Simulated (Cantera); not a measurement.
Input: 1 mol SiC, 0.0091 mol H2O, 75 mol N2, equilibrated at 1.00 Pa.

These are equilibrium values from Cantera (NASA tables, ideal gas, pure condensed phases), not measurements of a reactor. Candidate condensed phases: C, C6H6, C7H8, C8H18, H2O, Si, SiC, SiO2, Si2N2O, Si3N4; 151 gas species. Kinetics and transport are ignored.

Q: Which condensed phases are stable at each of these points (T (K)): 1450, 1500, 1550, 1600, 1650, 1700, 1750, 1800, 1850, 1900, 1950?

A: 
| T (K) | condensed phases | Si condensed (%) |
|---|---|---|
| 1450 | SiC(s) | 99.4 |
| 1500 | SiC(s) | 99.2 |
| 1550 | SiC(s) | 99.1 |
| 1600 | SiC(s) | 99.0 |
| 1650 | C(graphite) + SiC(s) | 97.5 |
| 1700 | C(graphite) + SiC(s) | 92.3 |
| 1750 | C(graphite) + SiC(s) | 77.9 |
| 1800 | C(graphite) + SiC(s) | 40.0 |
| 1850 | C(graphite) | 0.0 |
| 1900 | C(graphite) | 0.0 |
| 1950 | C(graphite) | 0.0 |

From 1450 K to 1600 K the condensed part is SiC(s). From 1650 K to 1800 K the condensed part is C(graphite) + SiC(s). From 1850 K to 1950 K the condensed part is C(graphite).
